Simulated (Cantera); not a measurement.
Equilibrium for iron carbonyl, mercury and lead vapours: PbO + H₂

Charge: 1 mol PbO, a varied amount of H₂, held at 1423.15 K and 0.100 bar.

Method: chemical equilibrium by Gibbs-energy minimisation in Cantera with the NASA 1993 tables (ideal gas, pure condensed phases). Candidate condensed phases: H₂O, Pb, PbO, PbO₂, Pb₃O₄; 12 gas species. Each liquid is taken as pure. Mutual solubility and eutectic melting of coexisting phases are not modelled. Gases not in the tables: (PbO)n polymers. Kinetics and transport are ignored.

```
n(H₂) (mol)  x H₂O      x H₂   x Pb     x PbO  n Pb(l)  n PbO(l)
-----------  -----  --------  -----  --------  -------  --------
0.059        0.856  0.000687  0.112    0.0313   0.0512     0.939
0.2          0.856  0.000687  0.112    0.0313    0.174     0.793
0.35         0.856  0.000687  0.112    0.0313    0.304     0.637
0.49         0.856  0.000687  0.112    0.0313    0.425     0.492
0.64         0.856  0.000687  0.112    0.0313    0.556     0.337
0.79         0.856  0.000687  0.112    0.0313    0.686     0.182
0.93         0.856  0.000687  0.112    0.0313    0.807    0.0367
1.1          0.807    0.0809  0.112  0.000250    0.860         0
1.2          0.740     0.148  0.112  0.000126    0.848         0
1.4          0.634     0.254  0.112   6.28e-5    0.823         0
1.5          0.592     0.296  0.112   5.03e-5    0.810         0
1.7          0.522     0.366  0.112   3.59e-5    0.785         0
```
x: gas mole fraction; n: condensed amount in mol.

From 0.059 mol H₂ to 0.93 mol H₂ the condensed part is Pb(l) + PbO(l). From 1.1 mol H₂ to 1.7 mol H₂ the condensed part is Pb(l). The share of Pb in condensed phases is highest at 0.059 mol H₂ (99.0 %) and lowest at 1.7 mol H₂ (78.5 %).
